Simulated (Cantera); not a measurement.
**Premixed flame**

A freely propagating, adiabatic, planar premixed flame of C₂H₆ : O₂ : N₂ : H₂O = 1 : 3.18 : 10.2 : 2.1 (molar parts), unburnt at 650 K and 1.01 bar; unity-Lewis-number transport, grid criteria slope 0.08 and curve 0.16, no radiation.

Detailed kinetics in Cantera: GRI-Mech 3.0 (53 species, 325 reactions). Unity Lewis numbers drop preferential diffusion, which matters most where H2 and H carry the flame. Burning velocities carry a grid error of a few per cent, more on coarse grids.

```
z (mm)   T (K)  u (m/s)    x C₂H₆     x O₂  x H₂O    x CH₂O      x CO    x NO₂
-------  -----  -------  --------  -------  -----  --------  --------  -------
-1.10      650     1.06    0.0607    0.193  0.127   1.23e-6   1.80e-5    <1e-8
-0.732     653     1.06    0.0605    0.193  0.128   1.01e-5  0.000149  2.75e-8
-0.549     663     1.08    0.0599    0.191  0.129   4.20e-5  0.000615  1.11e-7
-0.366     723     1.18    0.0563    0.184  0.134  0.000241   0.00354  5.62e-7
-0.183    1067     1.79    0.0354    0.142  0.166   0.00126    0.0208  1.21e-6
-0.0915   1443     2.48    0.0137   0.0947  0.202   0.00137    0.0404  3.39e-7
0         1829     3.23  0.000577   0.0454  0.235  0.000477    0.0585    <1e-8
0.0915    1979     3.50   7.32e-7   0.0233  0.245   3.74e-5    0.0554    <1e-8
0.183     2030     3.58     <1e-8   0.0176  0.246   1.33e-6    0.0478    <1e-8
0.366     2093     3.68     <1e-8   0.0141  0.248     <1e-8    0.0415    <1e-8
0.732     2169     3.79     <1e-8   0.0111  0.254     <1e-8    0.0379    <1e-8
1.46      2245     3.89     <1e-8  0.00806  0.262     <1e-8    0.0350    <1e-8
2.93      2305     3.98     <1e-8  0.00550  0.267     <1e-8    0.0322    <1e-8
```
x: mole fraction of selected species; z is measured from the peak of heat release.

- laminar burning velocity = 106 cm/s
- thermal thickness = 0.366 mm
- peak x(CH₂O) = 0.00149
- peak x(CO) = 0.0596
- grid points = 141
